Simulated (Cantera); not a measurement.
## Equilibrium for silicon epitaxy and polysilicon growth: SiH2Cl2 + Cl2 + H2

Charge: 1 mol SiH2Cl2, 0.0074 mol Cl2, 25 mol H2, equilibrated at 97.5 Torr.

Cantera equilibrium calculation (NASA polynomials, part measured and part estimated; ideal gas, pure solids and liquids). Candidate condensed phases: Si; 19 gas species. The tables' values for SiCl3 are old estimates; treat these amounts as uncertain. Equilibrium is a limit: real reactors are often held back by kinetics, nucleation or transport.

| T (°C) | x H2 | x HCl | x SiCl4 | x SiCl2 | x SiHCl3 | x SiCl3 | x SiH2Cl2 | n Si(s) |
|---|---|---|---|---|---|---|---|---|
| 652 | 0.975 | 0.00586 | 0.0118 | 5.09e-5 | 0.00716 | 0.000123 | 0.000425 | 0.480 |
| 727 | 0.970 | 0.0114 | 0.0107 | 0.000226 | 0.00646 | 0.000316 | 0.000420 | 0.518 |
| 802 | 0.964 | 0.0195 | 0.00889 | 0.000770 | 0.00546 | 0.000657 | 0.000393 | 0.570 |
| 877 | 0.956 | 0.0298 | 0.00632 | 0.00204 | 0.00413 | 0.00109 | 0.000338 | 0.628 |
| 952 | 0.948 | 0.0401 | 0.00356 | 0.00415 | 0.00262 | 0.00137 | 0.000258 | 0.680 |
| 1027 | 0.941 | 0.0478 | 0.00149 | 0.00647 | 0.00134 | 0.00127 | 0.000169 | 0.711 |
| 1102 | 0.938 | 0.0516 | 0.000501 | 0.00818 | 0.000581 | 0.000944 | 9.98e-5 | 0.722 |
| 1177 | 0.937 | 0.0529 | 0.000158 | 0.00921 | 0.000241 | 0.000630 | 5.69e-5 | 0.722 |
x: gas mole fraction; n: condensed amount in mol.

From 652 °C to 1177 °C the condensed part is Si(s). The main Si-bearing gas is SiCl4 at 652 °C and SiCl2 at 1177 °C.
